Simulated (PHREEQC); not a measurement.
0.028 g of hydrous ferric oxide (600 m²/g; 0.2 weak and 0.005 strong sites per Fe, Dzombak-Morel constants, diffuse double layer) in 1 kg of water with 0.01 mol/kgw of an inert sodium salt and 0.00011 mol Ag2SO4, at 25 °C; the pH is set by adding NaOH or the inert anion's acid. Oxygen alone is held at its pressure in air (log pO2 = -0.68). The system is closed to CO2. No solid was allowed to form.

Base run: PHREEQC, ion-association model, wateq4f.dat. Each further column changes one thing. The table gives Ag sorbed (%).

| pH | base | no electrostatic term (-no_edl) | background salt from 0.01 to 0.001 mol/kgw | oxide from 0.028 to 0.14 g/kgw | 5.8e-05 mol/kgw CaCl2 added |
|---|---|---|---|---|---|
| 3 | 0.0 | 0.0 | 0.0 | 0.0 | 0.0 |
| 3.5 | 0.0 | 0.0 | 0.0 | 0.0 | 0.0 |
| 4.5 | 0.0 | 0.0 | 0.0 | 0.1 | 0.0 |
| 5 | 0.0 | 0.0 | 0.0 | ___ | 0.0 |
| 5.5 | 0.2 | 0.0 | 0.2 | 1.2 | 0.2 |
| 6.5 | 0.7 | ___ | 0.7 | 3.5 | 0.7 |
| 7 | 0.9 | ___ | 0.9 | 4.4 | 0.9 |
| 7.5 | 1.4 | 1.2 | 1.4 | 6.7 | ___ |
| 8.5 | 6.0 | 5.6 | ___ | 25.3 | ___ |
| 9 | 12.1 | 9.0 | 12.6 | 45.4 | 10.2 |
| 9.5 | 19.3 | 11.3 | 19.9 | 66.5 | 14.5 |
| 10.5 | 26.1 | 12.5 | ___ | 91.5 | 17.6 |
| 11 | 26.7 | 12.1 | 27.6 | 95.7 | 17.6 |

Problem. Complete the blanks.

Solution. 
- 5, oxide from 0.028 to 0.14 g/kgw: 0.3
- 6.5, no electrostatic term (-no_edl): 0.5
- 7, no electrostatic term (-no_edl): 0.8
- 7.5, 5.8e-05 mol/kgw CaCl2 added: 1.3
- 8.5, background salt from 0.01 to 0.001 mol/kgw: 6.3
- 8.5, 5.8e-05 mol/kgw CaCl2 added: 5.4
- 10.5, background salt from 0.01 to 0.001 mol/kgw: 27.0

In at least one series the solution becomes supersaturated in solids that the run did not let form, among them Ag2O. The oxide is taken as insoluble; below pH 4 it would dissolve.
